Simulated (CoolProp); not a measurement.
Values from CoolProp's reference Helmholtz-energy equation of state, Zhou 2012.

Problem. Give the vapour pressure (bar), liquid density (kg/m³), vapour density (kg/m³), liquid cp (kJ/(kg K)) of saturated ethylbenzene at 325.6, 333.3 K.

Solution. 
```tsv
T (K)	p (bar)	liquid density (kg/m³)	vapour density (kg/m³)	liquid cp (kJ/(kg K))
325.6	0.0526	838	0.207	1.84
333.3	0.0745	831	0.287	1.86
```
